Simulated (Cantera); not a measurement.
A closed system holds: 1 mol MgO, 2.1 mol CO, 4.6 mol H₂, equilibrated at 2323 K and 0.00450 bar.

These are equilibrium values from Cantera (NASA tables, ideal gas, pure condensed phases), not measurements of a reactor. The tables' values for MgH are old estimates; treat these amounts as uncertain. The numbers say what is thermodynamically allowed, not how fast it happens.

```
species    before     after
-------  --------  --------
H₂          0.405     0.686
H           0.103     0.134
CO          0.247    0.0918
Mg          0.122    0.0441
CO₂        0.0113  0.000980
H₂O         0.105    0.0416
O₂        8.39e-5   4.56e-6
MgO      0.000193   1.63e-5
MgOH     0.000528   5.79e-5
O        0.000774  0.000181
OH        0.00447   0.00136
MgH       9.60e-5   4.51e-5
```
Gas species are given as mole fractions.

Name the change that produced these shifts.
(A) pressure from 0.00450 bar to 0.150 bar
(B) pressure from 0.00450 bar to 5.40 bar
(C) temperature from 2323 K to 2023 K
(D) H₂ from 4.6 to 18 mol

D, H₂ from 4.6 to 18 mol
